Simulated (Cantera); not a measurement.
A freely propagating, adiabatic, planar premixed flame of H2 : O2 : N2 = 1 : 0.385 : 1.77 (molar parts), equivalence ratio 1.3, unburnt at 625 K and 0.365 atm; mixture-averaged transport, grid criteria slope 0.08 and curve 0.16, no radiation.

Model: the H2/O2 subset of GRI-Mech 3.0, which has no nitrogen chemistry, integrated in Cantera. Burning velocities carry a grid error of a few per cent, more on coarse grids.

Task: What does this change do: O2 0.385 to 0.3 parts?

Result: 
| quantity | before | after |
|---|---|---|
| laminar burning velocity | 713 cm/s | 627 cm/s |
| thermal thickness | 1.82 mm | 1.84 mm |
| peak x(O) | 0.00927 | 0.00467 |
| peak x(H) | 0.0879 | 0.0837 |
| peak x(HO2) | 9.98e-5 | 8.17e-5 |
| peak x(H2O2) | 2.32e-6 | 1.77e-6 |

Task: What does this change do: O2 0.385 to 0.29 parts?

Result: 
```json
[
 {"quantity": "laminar burning velocity", "before": "713 cm/s", "after": "613 cm/s"},
 {"quantity": "thermal thickness", "before": "1.82 mm", "after": "1.84 mm"},
 {"quantity": "peak x(O)", "before": "0.00927", "after": "0.00423"},
 {"quantity": "peak x(H)", "before": "0.0879", "after": "0.0820"},
 {"quantity": "peak x(HO2)", "before": "9.98e-5", "after": "7.94e-5"},
 {"quantity": "peak x(H2O2)", "before": "2.32e-6", "after": "1.72e-6"}
]
```
